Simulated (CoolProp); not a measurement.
Vapour-liquid equilibrium of carbon dioxide (1) + dimethyl ether (2) at 252.6 K; x and y are mole fractions of (1).

Computed with CoolProp (multi-fluid Helmholtz-energy mixture model, Span 1996 and Wu 2011; pair parameters Bell 2016).

Give the bubble pressure and the first vapour's composition at x = 0.25, 0.35, 0.95. Is there an azeotrope?

x = 0.25: 0.4465 MPa, y = 0.781; x = 0.35: 0.6046 MPa, y = 0.857; x = 0.95: 1.821 MPa, y = 0.996. No azeotrope shows between x = 0.05 and 0.95.

Pair parameters are fitted to limited data, so mixtures are less certain than the pure fluids.
